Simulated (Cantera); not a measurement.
Charge: 1 mol CsCl, 8.5 mol H2O, 4.1 mol H2, at 977 °C and 0.130 bar.

These are equilibrium values from Cantera (NASA tables, ideal gas, pure condensed phases), not measurements of a reactor. Candidate condensed phases: Cs, CsCl, CsOH, H2O; 22 gas species. Kinetics and transport are ignored.

Base state: H2O 0.628, H2 0.303, CsCl 0.0624, Cs2Cl2 0.00553, HCl 0.000443, CsOH 0.000432, Cs 1.10e-5 (mole fractions); condensed: gas only.

**Question.** What changes in the equilibrium state with this change: pressure from 0.130 bar to 0.00200 bar?

**Answer.** 
```tsv
species	before	after
H2O	0.628	0.625
H2	0.303	0.301
CsCl	0.0624	0.0728
Cs2Cl2	0.00553	0.000116
Cs	1.10e-5	8.83e-5
HCl	0.000443	0.000517
CsOH	0.000432	0.000429
```
